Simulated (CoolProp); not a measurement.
A single-stage vapour-compression cycle with dimethyl carbonate: evaporating at 320.15 K (dew point), condensing at 380.15 K (bubble point), superheat 8 K, subcooling 5 K, compressor efficiency 0.85, no pressure losses. Each further row changes one setting.

Computed with CoolProp (reference Helmholtz-energy equation of state, Zhou 2011).

| case | cooling COP | pressure ratio | discharge temperature (K) | refrigerating effect (kJ/kg) | volumetric capacity (kJ/m³) |
|---|---|---|---|---|---|
| as stated | 3.88 | 8.24 | 390.5 | 309 | 210 |
| evaporating temperature 325.15 K | 4.38 | 6.67 | 389.5 | 315 | 262 |
| condensing temperature 375.15 K | 4.32 | 7.13 | 386.0 | 319 | 217 |
| subcooling 10 K | 4.01 | 8.24 | 390.5 | 319 | 217 |
| superheat 18 K | 3.92 | 8.24 | 400.9 | 322 | 212 |
| compressor efficiency 0.75 | 3.42 | 8.24 | 397.8 | 309 | 210 |
